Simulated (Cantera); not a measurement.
Input (Python, Cantera) and output of one run.

```python
import numpy as np
import cantera as ct

gas_names = """
    B BH BH2 BH3 BN BO BO2 B2 B2O B2O2 B2O3 B3O3H3 H HBO HBO2 HNO HNO2 HNO3 HO2 H2 H2O H2O2 H3B3O6 N NH
    NH2 NH3 NH2OH NO NO2 NO3 N2 N2H2 N2H4 N2O O OH O2 O3
""".split()
cond_names = """
    B(b) B(L) BN(s) B2O3(L) B3O3H3(cr) H2O(s) H2O(L)
""".split()


# ... load() reads the species with a 1 bar reference pressure and builds the phases ...
atoms = {
    'B2O3': {'B': 2, 'O': 3},
    'N2': {'N': 2},
    'H2': {'H': 2},
}
top_T = {'BN(s)': 3200}  # K; cautious upper limits of use, not melting points


# ... equilibrate(T, P, feed) seeds the gas with the atoms and calls Mixture.equilibrate('TP', solver="vcs", rtol=1e-11, max_steps=5000) ...
results = []
feed = {'B2O3': 1, 'N2': 3.9, 'H2': 0.25}  # mol
P = 1000  # Pa
for T in [1948, 1998, 2048, 2098, 2148, 2198, 2248, 2298, 2348]:
    mix = equilibrate(T, P, feed)
    results.append((T, P, feed, dict(zip(mix.species_names, mix.species_moles))))
    x = sorted(zip(gas.X, gas.species_names), reverse=True)
    print(f"T = {T:g} K  P = {P:g} Pa  gas = {mix.phase_moles(0):.4g} mol")
    print("   x: " + "  ".join(f"{s} {v:.3e}" for v, s in x if v > 1e-06))
    print("   condensed (mol): " + ("  ".join(f"{mix.phase(i).name} {mix.phase_moles(i):.4g}"
          for i in range(1, mix.n_phases) if mix.phase_moles(i) > 1e-12) or "none"))
```

It prints:

```
T = 1948 K  P = 1000 Pa  gas = 5.177 mol
   x: N2 7.534e-01  B2O3 1.642e-01  H2 2.872e-02  HBO2 2.827e-02  BO 8.164e-03  HBO 8.024e-03  B2O2 6.612e-03  H 1.915e-03  H2O 4.670e-04  BO2 2.061e-04  OH 2.817e-06
   condensed (mol): none
T = 1998 K  P = 1000 Pa  gas = 5.187 mol
   x: N2 7.519e-01  B2O3 1.620e-01  HBO2 2.986e-02  H2 2.742e-02  BO 1.110e-02  HBO 7.884e-03  B2O2 6.191e-03  H 2.657e-03  H2O 5.730e-04  BO2 3.476e-04  OH 5.523e-06
   condensed (mol): none
T = 2048 K  P = 1000 Pa  gas = 5.199 mol
   x: N2 7.501e-01  B2O3 1.594e-01  HBO2 3.160e-02  H2 2.596e-02  BO 1.468e-02  HBO 7.612e-03  B2O2 5.665e-03  H 3.608e-03  H2O 7.047e-04  BO2 5.771e-04  OH 1.066e-05  NO 2.070e-06  O 1.070e-06
   condensed (mol): none
T = 2098 K  P = 1000 Pa  gas = 5.214 mol
   x: N2 7.479e-01  B2O3 1.565e-01  HBO2 3.348e-02  H2 2.432e-02  BO 1.887e-02  HBO 7.212e-03  B2O2 5.064e-03  H 4.799e-03  BO2 9.448e-04  H2O 8.674e-04  OH 2.031e-05  NO 4.389e-06  O 2.858e-06
   condensed (mol): none
T = 2148 K  P = 1000 Pa  gas = 5.232 mol
   x: N2 7.454e-01  B2O3 1.530e-01  HBO2 3.543e-02  BO 2.364e-02  H2 2.250e-02  HBO 6.703e-03  H 6.252e-03  B2O2 4.425e-03  BO2 1.526e-03  H2O 1.066e-03  OH 3.812e-05  NO 9.196e-06  O 7.468e-06
   condensed (mol): none
T = 2198 K  P = 1000 Pa  gas = 5.254 mol
   x: N2 7.423e-01  B2O3 1.491e-01  HBO2 3.737e-02  BO 2.893e-02  H2 2.052e-02  H 7.977e-03  HBO 6.114e-03  B2O2 3.790e-03  BO2 2.433e-03  H2O 1.302e-03  OH 7.040e-05  O 1.908e-05  NO 1.902e-05
   condensed (mol): none
T = 2248 K  P = 1000 Pa  gas = 5.279 mol
   x: N2 7.388e-01  B2O3 1.447e-01  HBO2 3.915e-02  BO 3.467e-02  H2 1.842e-02  H 9.972e-03  HBO 5.482e-03  BO2 3.820e-03  B2O2 3.196e-03  H2O 1.571e-03  OH 1.274e-04  O 4.757e-05  NO 3.874e-05  O2 1.703e-06
   condensed (mol): none
T = 2298 K  P = 1000 Pa  gas = 5.308 mol
   x: N2 7.347e-01  B2O3 1.396e-01  BO 4.087e-02  HBO2 4.059e-02  H2 1.629e-02  H 1.222e-02  BO2 5.890e-03  HBO 4.849e-03  B2O2 2.670e-03  H2O 1.862e-03  OH 2.246e-04  O 1.151e-04  NO 7.720e-05  O2 5.498e-06
   condensed (mol): none
T = 2348 K  P = 1000 Pa  gas = 5.343 mol
   x: N2 7.298e-01  B2O3 1.338e-01  BO 4.762e-02  HBO2 4.147e-02  H 1.472e-02  H2 1.422e-02  BO2 8.880e-03  HBO 4.254e-03  B2O2 2.228e-03  H2O 2.153e-03  OH 3.833e-04  O 2.684e-04  NO 1.494e-04  O2 1.690e-05
   condensed (mol): none
```

Cantera equilibrium calculation (NASA polynomials, part measured and part estimated; ideal gas, pure solids and liquids).
